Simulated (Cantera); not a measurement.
A closed system holds: 1 mol Cu2O, 1800 mol H2, 0.4 mol H2O, at 11.0 Pa.

Equilibrium computed with Cantera from the NASA thermochemical tables; the gas is ideal and each condensed phase is pure. Candidate condensed phases: Cu, CuO, Cu(OH)2, Cu2O, H2O; 12 gas species. Equilibrium is a limit: real reactors are often held back by kinetics, nucleation or transport.

Task: At 2000 K, list the 4 most abundant gas species with their mole fractions, and the condensed phases.

Result: H2 0.855, H 0.143, Cu 0.00103, H2O 0.000708. Condensed: gas only.
